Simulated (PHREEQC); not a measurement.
Solution (25 °C): 170 mmol/kgw HF. Closed to the air; pH follows from the charge balance.

All values are PHREEQC results (ion-association model, wateq4f.dat), not measurements.

```csv
quantity,before,after
pH,2.01,6.30
ionic strength (mol/kgw),0.0108,0.170
HF (mol/kgw),0.102,8.74e-5
H2F2 (mol/kgw),0.0271,2.07e-8
F- (mol/kgw),0.00774,0.170
HF2- (mol/kgw),0.00303,5.92e-5
```

Which change was made?
A) diluted 10-fold with water
B) temperature from 25 to 10 °C
C) temperature from 25 to 65 °C
D) HF replaced by NH4BF4 at the same molality
E) HF replaced by NH4F at the same molality

E, HF replaced by NH4F at the same molality

No solid was allowed to form.
